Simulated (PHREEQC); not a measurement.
Solution (25 °C): 0.0021 mol H3PO4 and 0.25 mol Na2SO4 per kg of water. Closed to the air; pH follows from the charge balance.

All values are PHREEQC results (ion-association model, phreeqc.dat), not measurements.

```tsv
quantity	before	after
pH	3.44	7.27
ionic strength (mol/kgw)	0.600	0.600
HSO4- (mol/kgw)	0.00156	2.34e-7
```

Task: Name the change that produced these shifts.
(A) H3PO4 left out
(B) temperature from 25 to 85 °C
(C) Na2SO4 from 0.25 to 0.275 mol/kgw
(D) H3PO4 replaced by NaH2PO4 at the same molality

Result: A, H3PO4 left out

No solid was allowed to form.
